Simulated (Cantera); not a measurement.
A closed system holds: 1 mol Fe3O4, 130 mol H2, at 748.15 K and 30.0 Pa.

Equilibrium computed with Cantera from the NASA thermochemical tables; the gas is ideal and each condensed phase is pure. Candidate condensed phases: Fe, FeO, Fe(OH)2, Fe(OH)3, Fe2O3, Fe3O4, H2O; 12 gas species. Kinetics and transport are ignored.

Base state: H2 0.969, H2O 0.0308 (mole fractions); condensed: Fe(α).

Task: What changes in the equilibrium state with this change: Fe3O4 replaced by Cu2O?

Result: 
```csv
species,before,after
H2,0.969,0.992
H2O,0.0308,0.00769
"Fe(α), mol",3.00,0
"Cu(s), mol",0,2.00
```
Further candidate phases: Cu, CuO, Cu(OH)2, Cu2O.
